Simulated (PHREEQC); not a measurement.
H3PO4 is added in steps, without added water, to 1 kg of water holding 0.015 mol Na2SO4, at 20 °C. Oxygen is held at 0.21 atm. The system is closed to CO2. The run lets Mirabilite precipitate or redissolve, and no other solid.

Base run: PHREEQC, ion-association model, wateq4f.dat. Each further column changes one thing. The table gives HSO4- (mol/kgw).

```csv
H3PO4 added (mol),base,database phreeqc.dat,all activity coefficients set to 1,metal-ligand complexes left out,Debye-Hückel limiting law
0,4.74e-8,4.76e-8,6.47e-8,4.97e-8,4.08e-8
0.009167,0.00221,0.00221,[?],0.00229,0.00188
0.01833,0.00340,0.00340,[?],0.00352,0.00291
0.0275,0.00421,0.00421,[?],0.00437,0.00362
0.03208,0.00454,0.00454,0.00599,0.00471,0.00390
0.04125,0.00509,0.00509,0.00664,0.00527,0.00438
0.05042,0.00554,0.00554,[?],0.00573,0.00477
0.05958,0.00592,0.00592,0.00760,0.00611,0.00510
0.06875,0.00624,0.00624,[?],0.00644,0.00538
0.07792,0.00653,0.00652,0.00827,0.00672,0.00563
0.0825,0.00665,0.00665,0.00841,0.00685,0.00574
0.09167,0.00689,0.00689,[?],0.00709,0.00594
0.1008,0.00710,0.00710,0.00890,0.00730,0.00612
0.11,0.00729,0.00729,0.00910,0.00750,0.00629
```

**Question.** Fill in the missing entries.

**Answer.** 
- 0.009167, all activity coefficients set to 1: 0.00302
- 0.01833, all activity coefficients set to 1: 0.00457
- 0.0275, all activity coefficients set to 1: 0.00559
- 0.05042, all activity coefficients set to 1: 0.00717
- 0.06875, all activity coefficients set to 1: 0.00796
- 0.09167, all activity coefficients set to 1: 0.00867

H3PO4, which wateq4f.dat lacks, is added to it with the constant of phreeqc.dat.  phreeqc.dat and wateq4f.dat share most of their constants, so their agreement is no independent check.
